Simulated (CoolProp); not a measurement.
n-perfluorohexane along the isotherm 450 K: Z from the reference equation and from simpler models built on Tc = 448.0 K, pc = 1742 kPa, ω = 0.497; each cubic takes its own stable root.

The numbers come from the reference Helmholtz-energy equation of state, Gao 2022 in CoolProp.

| p (kPa) | phase | reference | Pitzer virial | Redlich-Kwong | Peng-Robinson |
|---|---|---|---|---|---|
| 72.6 | gas | 0.9855 | 0.9854 | 0.9858 | 0.9843 |
| 145 | gas | 0.9707 | 0.9709 | 0.9715 | 0.9684 |
| 218 | gas | 0.9555 | 0.9563 | 0.9567 | 0.9522 |
| 290 | gas | 0.9401 | 0.9418 | 0.9419 | 0.9359 |
| 363 | gas | 0.9241 | 0.9272 | 0.9265 | 0.9190 |
| 435 | gas | 0.9079 | 0.9128 | 0.9110 | 0.9021 |
| 508 | gas | 0.8911 | 0.8981 | 0.8949 | 0.8846 |
| 581 | gas | 0.8738 | 0.8835 | 0.8784 | 0.8668 |
| 653 | gas | 0.8562 | 0.8690 | 0.8617 | 0.8487 |
| 726 | gas | 0.8377 | 0.8544 | 0.8443 | 0.8300 |
| 798 | gas | 0.8189 | 0.8400 | 0.8266 | 0.8110 |
| 871 | gas | 0.7991 | 0.8253 | 0.8080 | 0.7913 |
